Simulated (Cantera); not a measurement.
**Diamond growth**

A diamond (100) surface in a fixed gas of H2 with x(CH4) = 0.0085, x(H) = 0.0014, at 1075 K, 0.0310 bar; coverages are run to steady state.

Computed with Cantera and the Harris–Goodwin 1993 mechanism for the reconstructed diamond (100) surface.

```json
[
 {"x(CH3)": "1e-06", "growth (µm/h)": "0.00999", "θ c6HH": "0.538", "θ c6H*": "0.0251", "θ c6*H": "0.423", "θ c6**": "0.0145", "θ c6HM": "0.000124"},
 {"x(CH3)": "2.5e-06", "growth (µm/h)": "0.0250", "θ c6HH": "0.537", "θ c6H*": "0.0251", "θ c6*H": "0.423", "θ c6**": "0.0145", "θ c6HM": "0.000309"},
 {"x(CH3)": "6.3e-06", "growth (µm/h)": "0.0628", "θ c6HH": "0.537", "θ c6H*": "0.0251", "θ c6*H": "0.422", "θ c6**": "0.0144", "θ c6HM": "0.000778"},
 {"x(CH3)": "1.6e-05", "growth (µm/h)": "0.159", "θ c6HH": "0.536", "θ c6H*": "0.0251", "θ c6*H": "0.421", "θ c6**": "0.0144", "θ c6HM": "0.00197"},
 {"x(CH3)": "3.9e-05", "growth (µm/h)": "0.386", "θ c6HH": "0.534", "θ c6H*": "0.0250", "θ c6*H": "0.420", "θ c6**": "0.0143", "θ c6HM": "0.00478"},
 {"x(CH3)": "9.8e-05", "growth (µm/h)": "0.955", "θ c6HH": "0.528", "θ c6H*": "0.0247", "θ c6*H": "0.415", "θ c6**": "0.0140", "θ c6HM": "0.0118"},
 {"x(CH3)": "0.00025", "growth (µm/h)": "2.35", "θ c6HH": "0.515", "θ c6H*": "0.0240", "θ c6*H": "0.404", "θ c6**": "0.0133", "θ c6HM": "0.0291"},
 {"x(CH3)": "0.00061", "growth (µm/h)": "5.29", "θ c6HH": "0.487", "θ c6H*": "0.0226", "θ c6*H": "0.380", "θ c6**": "0.0119", "θ c6HM": "0.0657"},
 {"x(CH3)": "0.0015", "growth (µm/h)": "10.9", "θ c6HH": "0.432", "θ c6H*": "0.0199", "θ c6*H": "0.334", "θ c6**": "0.00921", "θ c6HM": "0.137"}
]
```
θ: site fractions in the mechanism's names (c6HH fully hydrogenated, c6H* and c6*H radical sites, c6** diradical, c6HM methylated).
